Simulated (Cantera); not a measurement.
A perfectly stirred reactor is fed with 9.50 % C₂H₄, 17.9 % O₂, 67.0 % N₂, 5.51 % CO₂, 0.171 % H₂, equivalence ratio 1.6, at 7.10 bar; it is adiabatic with a 373 K inlet, and is followed from long to short residence time, starting on the burning branch (τ in s: 0.046, 0.018, 0.0073, 0.0029, 0.0012, 0.00046, 0.00018, 7.2e-05, 2.9e-05, 1.1e-05, 4.5e-06).

Computed with Cantera and GRI-Mech 3.0 (53 species, 325 reactions). GRI-Mech 3.0 was tuned for natural gas; its chemistry of ethylene as a main component is partial and can be far from experiment.

Predict: blow-out, bracketed by the residence times tried; x(C₂H₄) at τ = 46.0 ms; x(O₂) at τ = 46.0 ms; x(CO₂) at τ = 46.0 ms; x(H₂O) at τ = 46.0 ms; x(NO) at τ = 46.0 ms; x(C₂H₄) at τ = 0.460 ms; x(O₂) at τ = 0.460 ms; x(CO₂) at τ = 0.460 ms; x(H₂O) at τ = 0.460 ms; x(NO) at τ = 0.460 ms.


```
Property                                                                      Result
------------------------------------------------  ----------------------------------
blow-out, bracketed by the residence times tried  burning at 29.0 µs, out at 11.0 µs
x(C₂H₄) at τ = 46.0 ms                                                       9.58e-6
x(O₂) at τ = 46.0 ms                                                         9.84e-5
x(CO₂) at τ = 46.0 ms                                                         0.0780
x(H₂O) at τ = 46.0 ms                                                          0.125
x(NO) at τ = 46.0 ms                                                         5.81e-5
x(C₂H₄) at τ = 0.460 ms                                                     0.000302
x(O₂) at τ = 0.460 ms                                                        0.00280
x(CO₂) at τ = 0.460 ms                                                        0.0827
x(H₂O) at τ = 0.460 ms                                                         0.126
x(NO) at τ = 0.460 ms                                                        8.01e-5
```
